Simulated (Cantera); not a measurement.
An adiabatic, constant-pressure homogeneous reactor starts with CH₃OH : O₂ : N₂ = 1 : 3.26 : 12.3 (molar parts), equivalence ratio 0.46, at 1175 K and 28.0 bar. Integrator tolerance rtol = 1e-08.

Model: GRI-Mech 3.0 (53 species, 325 reactions), integrated in Cantera. GRI-Mech 3.0 was tuned for natural gas; its chemistry of methanol as a main component is partial and can be far from experiment. The pressure lies above the range GRI-Mech 3.0 was tuned for (to about 10 atm).

### Question
What does this change do: constant volume in place of constant pressure?

### Answer
```json
[
 {"quantity": "time of steepest temperature rise", "before": "1.38 ms", "after": "1.35 ms"},
 {"quantity": "temperature at 4.00 s", "before": "2177 K", "after": "2418 K"},
 {"quantity": "equilibrium temperature", "before": "2177 K", "after": "2418 K"},
 {"quantity": "x(CH₃OH) at 4.00 s", "before": "<1e-12 (gas-phase equilibrium <1e-12)", "after": "<1e-12 (gas-phase equilibrium <1e-12)"},
 {"quantity": "x(O₂) at 4.00 s", "before": "0.0987 (gas-phase equilibrium 0.0987)", "after": "0.0959 (gas-phase equilibrium 0.0959)"},
 {"quantity": "x(C₂H₆) at 4.00 s", "before": "<1e-12 (gas-phase equilibrium <1e-12)", "after": "<1e-12 (gas-phase equilibrium <1e-12)"},
 {"quantity": "x(NO) at 4.00 s", "before": "0.00785 (gas-phase equilibrium 0.00785)", "after": "0.0128 (gas-phase equilibrium 0.0128)"},
 {"quantity": "x(CH₄) at 4.00 s", "before": "<1e-12 (gas-phase equilibrium <1e-12)", "after": "<1e-12 (gas-phase equilibrium <1e-12)"},
 {"quantity": "x(H) at 4.00 s", "before": "7.80e-6 (gas-phase equilibrium 7.80e-6)", "after": "3.14e-5 (gas-phase equilibrium 3.14e-5)"},
 {"quantity": "x(CH₃) at 4.00 s", "before": "<1e-12 (gas-phase equilibrium <1e-12)", "after": "<1e-12 (gas-phase equilibrium <1e-12)"}
]
```

### Question
What does this change do: initial temperature 1175 to 1050 K?

### Answer
```tsv
quantity	before	after
time of steepest temperature rise	1.38 ms	16.4 ms
temperature at 4.00 s	2177 K	2071 K
equilibrium temperature	2177 K	2071 K
x(CH₃OH) at 4.00 s	<1e-12 (gas-phase equilibrium <1e-12)	<1e-12 (gas-phase equilibrium <1e-12)
x(O₂) at 4.00 s	0.0987 (gas-phase equilibrium 0.0987)	0.0998 (gas-phase equilibrium 0.0998)
x(C₂H₆) at 4.00 s	<1e-12 (gas-phase equilibrium <1e-12)	<1e-12 (gas-phase equilibrium <1e-12)
x(NO) at 4.00 s	0.00785 (gas-phase equilibrium 0.00785)	0.00610 (gas-phase equilibrium 0.00610)
x(CH₄) at 4.00 s	<1e-12 (gas-phase equilibrium <1e-12)	<1e-12 (gas-phase equilibrium <1e-12)
x(H) at 4.00 s	7.80e-6 (gas-phase equilibrium 7.80e-6)	2.87e-6 (gas-phase equilibrium 2.87e-6)
x(CH₃) at 4.00 s	<1e-12 (gas-phase equilibrium <1e-12)	<1e-12 (gas-phase equilibrium <1e-12)
```
